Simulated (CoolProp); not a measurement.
Vapour-liquid equilibrium of n-pentane (1) + acetone (2) at 16 bar; x and y are mole fractions of (1).

Values from CoolProp's multi-fluid Helmholtz-energy mixture model, Thol 2019 and Lemmon 2006; pair parameters Bell 2016.

Give the bubble temperature and the first vapour's composition at x = 0.35, 0.65, 0.95. Is there an azeotrope?

x = 0.35: 147.3 °C, y = 0.461; x = 0.65: 143.3 °C, y = 0.657; x = 0.95: 147.9 °C, y = 0.927. y crosses x between x = 0.65 and 0.8: the model has an azeotrope there.

Pair parameters are fitted to limited data, so mixtures are less certain than the pure fluids.
